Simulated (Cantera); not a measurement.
**Adiabatic ignition**

An adiabatic, constant-pressure homogeneous reactor starts with CH₄ : O₂ : N₂ : CO₂ = 1 : 2 : 22 : 5.3 (molar parts), at 1248 K and 100000 Pa.

Computed with Cantera and GRI-Mech 3.0 (53 species, 325 reactions).

| t (s) | T (K) | x CH₄ | x O₂ | x CO₂ | x C₂H₂ | x N₂O | x C₂H₄ |
|---|---|---|---|---|---|---|---|
| 1.00e-6 | 1248 | 0.0330 | 0.0660 | 0.175 | <1e-12 | <1e-12 | <1e-12 |
| 2.76e-6 | 1248 | 0.0330 | 0.0660 | 0.175 | <1e-12 | <1e-12 | <1e-12 |
| 7.59e-6 | 1248 | 0.0330 | 0.0660 | 0.175 | <1e-12 | <1e-12 | <1e-12 |
| 2.09e-5 | 1248 | 0.0330 | 0.0660 | 0.175 | <1e-12 | <1e-12 | <1e-12 |
| 5.76e-5 | 1248 | 0.0330 | 0.0660 | 0.175 | <1e-12 | <1e-12 | <1e-12 |
| 0.000159 | 1248 | 0.0330 | 0.0660 | 0.175 | <1e-12 | <1e-12 | <1e-12 |
| 0.000437 | 1248 | 0.0330 | 0.0660 | 0.175 | <1e-12 | <1e-12 | 5.82e-12 |
| 0.00120 | 1248 | 0.0330 | 0.0660 | 0.175 | <1e-12 | 2.57e-12 | 2.17e-10 |
| 0.00332 | 1248 | 0.0330 | 0.0660 | 0.175 | <1e-12 | 1.27e-11 | 1.14e-8 |
| 0.00915 | 1248 | 0.0330 | 0.0660 | 0.175 | 5.55e-11 | 4.37e-11 | 2.44e-7 |
| 0.0252 | 1249 | 0.0328 | 0.0659 | 0.175 | 2.01e-9 | 2.12e-10 | 2.35e-6 |
| 0.0694 | 1256 | 0.0313 | 0.0649 | 0.175 | 2.59e-7 | 1.99e-9 | 7.60e-5 |
| 0.191 | 1870 | <1e-12 | 0.00189 | 0.204 | <1e-12 | 4.06e-8 | <1e-12 |
| 0.527 | 1879 | <1e-12 | 0.00134 | 0.205 | <1e-12 | 2.29e-8 | <1e-12 |
| 1.45 | 1879 | <1e-12 | 0.00130 | 0.205 | <1e-12 | 2.19e-8 | <1e-12 |
| 4.00 | 1879 | <1e-12 | 0.00129 | 0.205 | <1e-12 | 2.18e-8 | <1e-12 |
x: mole fraction; the columns are a selection and need not sum to one.

```yaml
time_of_steepest_temperature_rise: 97.6 ms
temperature at 4.00 s: 1879 K
equilibrium_temperature: 1878 K
x(CH₄) at 4.00 s: <1e-12 (gas-phase equilibrium <1e-12)
x(O₂) at 4.00 s: 0.00129 (gas-phase equilibrium 0.00118)
x(CO₂) at 4.00 s: 0.205 (gas-phase equilibrium 0.205)
```
